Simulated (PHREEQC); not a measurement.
A solution holds 0.11 mol/kgw NaHSO4, at 20 °C. Closed to the air; pH follows from the charge balance.

Model: ion-association model, phreeqc.dat, run in PHREEQC.

This is a speciation only: nothing precipitates in the calculation.

Q: Predict the pH, specific conductance.

A: pH 1.40; specific conductance 22000 µS/cm.

Q: In which forms is S present?

A: HSO4- 55 %, SO4-2 39 %, NaSO4- 5.9 % of the S.

Complexes and solids missing from the database can't appear.
